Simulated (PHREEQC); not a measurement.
A solution holds 0.0082 mol HF, 0.02 mol NH4F and 0.0015 mol H4SiO4 per kg of water, at 25 °C. Closed to the air; pH follows from the charge balance.

Model: ion-association model, phreeqc.dat, run in PHREEQC.

```json
{
  "pH": "4.04",
  "ionic_strength": "0.0216 mol/kgw",
  "total_alkalinity": "-8.20 meq/kg"
}
```

| species | molality | activity | log γ |
|---|---|---|---|
| NH4+ | 0.0200 | 0.0171 | -0.067 |
| F- | 0.0170 | 0.0146 | -0.064 |
| HF | 0.00197 | 0.00198 | 0.002 |
| SiF6-2 | 0.00150 | 0.000860 | -0.242 |
| HF2- | 0.000129 | 0.000111 | -0.062 |
| H+ | 0.000102 | 9.03e-5 | -0.052 |
| H4SiO4 | 8.60e-7 | 8.64e-7 | 0.002 |
| NH3 | 1.08e-7 | 1.08e-7 | 0.002 |

No solid was allowed to form. SiF6-2 is the database's only silicon fluoride.
